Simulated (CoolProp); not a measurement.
A simple Rankine cycle with water: condensing at 318.15 K, boiler at 3.36 MPa, turbine inlet 528.3 K, turbine efficiency 0.7, pump efficiency 0.7, no recuperator. Each further row changes one setting.

Model: reference Helmholtz-energy equation of state, Wagner 2002, in CoolProp.

```json
[
 {"case": "as stated", "thermal efficiency (%)": "___", "net work (kJ/kg)": "614", "heat in (kJ/kg)": "2660", "turbine exit temperature (K)": "318.1", "volume ratio over the turbine": "207"},
 {"case": "turbine inlet 548.3 K", "thermal efficiency (%)": "___", "net work (kJ/kg)": "631", "heat in (kJ/kg)": "___", "turbine exit temperature (K)": "318.1", "volume ratio over the turbine": "199"},
 {"case": "condensing temperature 310.15 K", "thermal efficiency (%)": "24.0", "net work (kJ/kg)": "646", "heat in (kJ/kg)": "___", "turbine exit temperature (K)": "310.2", "volume ratio over the turbine": "___"},
 {"case": "boiler pressure 2.35 MPa", "thermal efficiency (%)": "22.0", "net work (kJ/kg)": "596", "heat in (kJ/kg)": "2710", "turbine exit temperature (K)": "318.1", "volume ratio over the turbine": "142"},
 {"case": "turbine efficiency 0.6", "thermal efficiency (%)": "19.8", "net work (kJ/kg)": "___", "heat in (kJ/kg)": "2660", "turbine exit temperature (K)": "318.1", "volume ratio over the turbine": "___"}
]
```

Problem. Complete the blanks.

Solution. 
- as stated, thermal efficiency (%): 23.1
- turbine inlet 548.3 K, thermal efficiency (%): 23.2
- turbine inlet 548.3 K, heat in (kJ/kg): 2720
- condensing temperature 310.15 K, heat in (kJ/kg): 2690
- condensing temperature 310.15 K, volume ratio over the turbine: 307
- turbine efficiency 0.6, net work (kJ/kg): 526
- turbine efficiency 0.6, volume ratio over the turbine: 216

The expansion ends wet for: as stated; turbine inlet 548.3 K; condensing temperature 310.15 K; boiler pressure 2.35 MPa; turbine efficiency 0.6.
